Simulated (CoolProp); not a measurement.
The numbers come from the reference Helmholtz-energy equation of state, Lemmon 2016 in CoolProp.

**Question.** For R115, give the phase and the density (kg/m³), cv (kJ/(kg K)), speed of sound (m/s), Joule-Thomson coefficient (K/MPa) at 415.2 K and 9.18 bar; 443.5 K and 9.18 bar.

**Answer.** 
- 415.2 K and 9.18 bar: gas; density 43.6, cv 0.803, speed of sound 147, Joule-Thomson coefficient 5.96
- 443.5 K and 9.18 bar: gas; density 40.2, cv 0.828, speed of sound 154, Joule-Thomson coefficient 4.98
